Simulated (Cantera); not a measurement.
A freely propagating, adiabatic, planar premixed flame of 11.2 % CH₄, 18.7 % O₂, 70.1 % N₂, unburnt at 650 K and 90000 Pa; multicomponent transport, grid criteria slope 0.08 and curve 0.16, no radiation.

Model: GRI-Mech 3.0 (53 species, 325 reactions), integrated in Cantera. Burning velocities carry a grid error of a few per cent, more on coarse grids.

x: mole fraction of selected species; z is measured from the peak of heat release.

```
z (mm)        T (K)  u (m/s)       x CH₄        x O₂       x C₂H         x O       x CO₂      x CH₂O
-------  ----------  -------  ----------  ----------  ----------  ----------  ----------  ----------
-1.07           650     1.46       0.112       0.186       <1e-8       <1e-8     1.12e-7     1.25e-7
-0.713          652     1.47       0.111       0.186       <1e-8       <1e-8     2.03e-6     2.07e-6
-0.534          661     1.50       0.110       0.185       <1e-8       <1e-8     1.65e-5     1.49e-5
-0.356          723     1.65       0.105       0.179       <1e-8     3.48e-7    0.000222    0.000139
-0.178         1119     2.61      0.0754       0.145       <1e-8     2.12e-5     0.00338    0.000925
-0.0891  (withheld)     3.59  (withheld)  (withheld)  (withheld)  (withheld)  (withheld)  (withheld)
0        (withheld)     4.53  (withheld)  (withheld)  (withheld)  (withheld)  (withheld)  (withheld)
0.0891         2067     4.96     0.00114      0.0236     1.36e-6     0.00177      0.0309    0.000186
0.178          2112     5.05     6.63e-5      0.0122     1.94e-7     0.00252      0.0404     1.70e-5
0.356          2142     5.10     2.00e-7     0.00700       <1e-8     0.00263      0.0500     6.41e-8
0.713          2176     5.16       <1e-8     0.00545       <1e-8     0.00223      0.0543       <1e-8
1.43           2221     5.25       <1e-8     0.00423       <1e-8     0.00167      0.0557       <1e-8
2.85           2272     5.36       <1e-8     0.00289       <1e-8     0.00107      0.0568       <1e-8
```

Question: Complete the blanks.

Answer: 
- -0.0891, T (K): 1520
- -0.0891, x CH₄: 0.0415
- -0.0891, x O₂: 0.102
- -0.0891, x C₂H: 3.87e-8
- -0.0891, x O: 0.000149
- -0.0891, x CO₂: 0.00938
- -0.0891, x CH₂O: 0.00126
- 0, T (K): 1893
- 0, x CH₄: 0.0109
- 0, x O₂: 0.0535
- 0, x C₂H: 1.07e-6
- 0, x O: 0.000698
- 0, x CO₂: 0.0195
- 0, x CH₂O: 0.000769
